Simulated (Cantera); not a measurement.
A closed system holds: 1 mol PbO, 0.46 mol CH4, 0.85 mol CO, held at 0.200 bar.

Equilibrium computed with Cantera from the NASA thermochemical tables; the gas is ideal and each condensed phase is pure. Candidate condensed phases: C, C6H6, C7H8, C8H18, H2O, Pb, PbO, PbO2, Pb3O4; 113 gas species. Gases not in the tables: (PbO)n polymers. The numbers say what is thermodynamically allowed, not how fast it happens.

log p: log10 of the partial pressure in bar; n: condensed amount in mol.

```tsv
T (K)	log p CO	log p Pb	log p H2	log p CO2	log p H2O	n Pb(l)
1125	-1.05	-3.72	-1.21	-1.56	-1.68	0.998
1225	-1.04	-3.03	-1.23	-1.60	-1.63	0.990
1325	-1.03	-2.44	-1.25	-1.65	-1.60	0.959
1425	-1.04	[?]	-1.28	[?]	-1.59	[?]
1525	-1.08	-1.51	-1.34	-1.78	-1.61	0.588
1625	-1.16	-1.21	-1.44	-1.90	-1.68	0
1725	-1.16	-1.21	-1.45	-1.92	-1.67	0
1825	-1.16	-1.21	-1.46	-1.95	-1.66	0
1925	-1.15	-1.21	-1.46	-1.97	-1.65	0
2025	-1.15	-1.21	-1.47	-1.99	-1.64	0
2125	-1.15	-1.21	-1.48	-2.01	-1.63	0
```

Fill in the missing entries.


- 1425, log p Pb: -1.94
- 1425, log p CO2: -1.70
- 1425, n Pb(l): 0.864
